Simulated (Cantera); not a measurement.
**Equilibrium for roasting and sulfation: MgO + H2S + H2O**

Charge: 1 mol MgO, 0.28 mol H2S, 3 mol H2O, held at 1325 °C and 0.0133 bar.

These are equilibrium values from Cantera (NASA tables, ideal gas, pure condensed phases), not measurements of a reactor. Candidate condensed phases: H2O, H2SO4, Mg, MgO, Mg(OH)2, MgS, MgSO4, S; 26 gas species. The numbers say what is thermodynamically allowed, not how fast it happens.

| Property | Result |
|---|---|
| x(H2O) | 0.743 |
| x(H2) | 0.186 |
| x(SO2) | 0.0539 |
| x(S2) | 0.00838 |
| x(H2S) | 0.00457 |
| x(SO) | 0.00323 |
| x(SH) | 0.000921 |
| x(H) | 0.000199 |
| x(S2O) | 0.000107 |
| n(MgO(s)) | 1.000 mol |
| gas amount | 3.513 mol |
| log10 activity of S(l) (absent) | -3.28 |
| log10 activity of Mg(l) (absent) | -9.28 |
